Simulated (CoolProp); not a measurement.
1,2-dichloroethane along the isobar 7.69 MPa: density (kg/m³) from the reference equation and from simpler models built on Tc = 561.6 K, pc = 5.226 MPa, ω = 0.269; each cubic takes its own stable root.

Values from CoolProp's reference Helmholtz-energy equation of state, Thol 2015.

```csv
T (K),phase,reference
362,liquid,1160
372.6,liquid,1144
383.2,liquid,1127
393.9,liquid,1110
404.5,liquid,1092
415.1,liquid,1074
425.7,liquid,1056
436.3,liquid,1037
446.9,liquid,1017
457.5,liquid,996.7
468.2,liquid,975.5
478.8,liquid,953.7
489.4,liquid,931.0
500,liquid,907.0
```

**Question.** How far does each simpler model (van der Waals, Redlich-Kwong, Soave-Redlich-Kwong, Peng-Robinson) lie from the reference over these 14 states: mean and median of the absolute difference, and the worst?

**Answer.** 
- van der Waals: mean 39.7 %, median 39.8 %, worst -40.9 % at 362 K and 7.69 MPa
- Redlich-Kwong: mean 15.7 %, median 15.6 %, worst -17.4 % at 500 K and 7.69 MPa
- Soave-Redlich-Kwong: mean 12.7 %, median 12.3 %, worst -14.4 % at 500 K and 7.69 MPa
- Peng-Robinson: mean 1.4 %, median 1.0 %, worst -3.5 % at 500 K and 7.69 MPa
